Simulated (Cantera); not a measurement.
## Low-pressure radical oxidation in H2/O2

An isothermal, constant-pressure homogeneous reactor starts with 1.25 % H₂, 98.7 % O₂, equivalence ratio 0.0063, at 1423 K and 0.00990 bar.

Computed with Cantera and the H2/O2 subset of GRI-Mech 3.0, which has no nitrogen chemistry. Radical loss at walls, strong at low pressure, is not modelled.

```tsv
t (s)	x H₂	x O₂	x OH	x H	x H₂O	x HO₂	x O
4.00e-6	0.0125	0.987	9.05e-11	1.09e-9	<1e-12	1.18e-9	9.06e-11
1.32e-5	0.0125	0.987	8.68e-10	3.02e-9	1.56e-11	3.88e-9	8.72e-10
4.35e-5	0.0125	0.987	6.71e-9	6.39e-9	4.26e-10	1.28e-8	6.82e-9
0.000143	0.0125	0.987	3.77e-8	1.11e-8	8.69e-9	4.21e-8	3.97e-8
0.000473	0.0125	0.987	2.37e-7	3.66e-8	1.65e-7	1.39e-7	2.67e-7
0.00156	0.0125	0.987	8.06e-6	1.04e-6	9.99e-6	4.54e-7	9.40e-6
0.00514	0.000751	0.976	0.00268	0.000604	0.0101	4.73e-7	0.00950
0.0169	5.98e-5	0.976	0.00172	0.000414	0.0114	3.47e-7	0.0107
0.0558	5.67e-5	0.976	0.00167	0.000381	0.0115	3.37e-7	0.0101
0.184	4.80e-5	0.978	0.00154	0.000293	0.0116	3.10e-7	0.00850
0.607	2.98e-5	0.982	0.00122	0.000140	0.0119	2.39e-7	0.00517
2.00	1.02e-5	0.985	0.000712	2.72e-5	0.0122	1.27e-7	0.00172
```
x: mole fraction; the columns are a selection and need not sum to one.

Equilibrium at this temperature and pressure: H₂ 8.19e-8, O₂ 0.987, OH 6.41e-5, H 1.92e-8, H₂O 0.0126, HO₂ 3.89e-8, O 1.35e-5 (gas phase only).
